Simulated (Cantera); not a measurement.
A perfectly stirred reactor is fed with 8.91 % H₂, 8.57 % O₂, 82.3 % N₂, 0.258 % NO, at 10.0 bar; it is adiabatic with a 800 K inlet, and is followed from long to short residence time, starting on the burning branch (τ in s: 0.21, 0.1, 0.049, 0.024, 0.012, 0.0057, 0.0028, 0.0013, 0.00066, 0.00032, 0.00016, 7.6e-05).

Cantera simulation using GRI-Mech 3.0 (53 species, 325 reactions); the numbers are that mechanism's predictions, not measurements. The hydrogen kinetics of GRI-Mech 3.0 are dated; newer H2 mechanisms differ, most at raised pressure. The mechanism lacks 2 NO + O2 → 2 NO2 and HONO, so NO2 and the effect of NO are under-described below about 1400 K.

Predict: blow-out, bracketed by the residence times tried; x(H₂) at τ = 0.210 s; x(O₂) at τ = 0.210 s; x(NO) at τ = 0.210 s; x(H₂O₂) at τ = 0.210 s; x(H) at τ = 0.210 s; x(H₂) at τ = 2.80 ms; x(O₂) at τ = 2.80 ms; x(NO) at τ = 2.80 ms; x(H₂O₂) at τ = 2.80 ms; x(H) at τ = 2.80 ms.


```
Item                                                                               Value
------------------------------------------------  --------------------------------------
blow-out, bracketed by the residence times tried  burning at 76.0 µs, the shortest tried
x(H₂) at τ = 0.210 s                                                             3.18e-5
x(O₂) at τ = 0.210 s                                                              0.0431
x(NO) at τ = 0.210 s                                                             0.00261
x(H₂O₂) at τ = 0.210 s                                                           5.42e-8
x(H) at τ = 0.210 s                                                              1.08e-7
x(H₂) at τ = 2.80 ms                                                            0.000614
x(O₂) at τ = 2.80 ms                                                              0.0433
x(NO) at τ = 2.80 ms                                                             0.00255
x(H₂O₂) at τ = 2.80 ms                                                           5.57e-7
x(H) at τ = 2.80 ms                                                              7.19e-6
```
